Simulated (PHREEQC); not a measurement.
## Buffer

Consider water at 25 °C with 0.13 mol NaH2PO4 and 1.8 mol NaOH per kg of water. Closed to the air; pH follows from the charge balance.

Equilibrium calculation in PHREEQC: ion-association model, wateq4f.dat.

Each row changes one thing in this solution. This is a speciation only: nothing precipitates in the calculation.

```csv
case,pH,ionic strength (mol/kgw),HPO4-2 (mol/kgw),NaHPO4- (mol/kgw)
as made,13.93,2.32,0.000261,0.000170
0.24 mol/kgw KOH added,13.99,___,0.000219,0.000144
NaH2PO4 from 0.13 to 0.143 mol/kgw,___,2.37,0.000291,0.000191
NaOH from 1.8 to 0.9 mol/kgw,___,1.42,0.000734,0.000258
```

Problem. Some entries are withheld; supply them.

Solution. 
- 0.24 mol/kgw KOH added, ionic strength (mol/kgw): 2.56
- NaH2PO4 from 0.13 to 0.143 mol/kgw, pH: 13.92
- NaOH from 1.8 to 0.9 mol/kgw, pH: 13.56

The ionic strength passes 0.7 mol/kgw, the rough limit of the ion-association models, in every such run. Complexes and solids missing from the database can't appear. H3PO4, which wateq4f.dat lacks, is added to it with the constant of phreeqc.dat.
